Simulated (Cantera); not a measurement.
Feed: 1 mol Si, 0.092 mol Cl₂, 0.25 mol H₂, held at 975 K and 0.0230 bar.

Cantera equilibrium calculation (NASA polynomials, part measured and part estimated; ideal gas, pure solids and liquids). Candidate condensed phases: Si; 19 gas species. The tables' values for SiCl₃ are old estimates; treat these amounts as uncertain. Rates play no part.

Base state: H₂ 0.819, SiCl₄ 0.128, SiHCl₃ 0.0249, HCl 0.0241, SiCl₃ 0.00227, SiCl₂ 0.00114, SiH₂Cl₂ 0.000508 (mole fractions); condensed: Si(s).

Problem. What changes in the equilibrium state with this change: temperature from 975 K to 1450 K?

Solution. 
```csv
species,before,after
H₂,0.819,0.655
HCl,0.0241,0.175
SiCl₂,0.00114,0.144
SiCl₄,0.128,0.00686
SiHCl₃,0.0249,0.00221
SiCl₃,0.00227,0.0165
Cl,<1e-9,1.10e-5
H,6.83e-9,5.05e-5
SiH₂Cl₂,0.000508,0.000110
"Si(s), mol",0.954,0.943
```

Problem. What changes in the equilibrium state with this change: temperature from 975 K to 998.15 K?

Solution. 
| species | before | after |
|---|---|---|
| H₂ | 0.819 | 0.815 |
| SiCl₄ | 0.128 | 0.126 |
| HCl | 0.0241 | 0.0292 |
| SiHCl₃ | 0.0249 | 0.0244 |
| SiCl₂ | 0.00114 | 0.00178 |
| SiCl₃ | 0.00227 | 0.00302 |
| SiH₂Cl₂ | 0.000508 | 0.000507 |
| Si(s), mol | 0.954 | 0.954 |
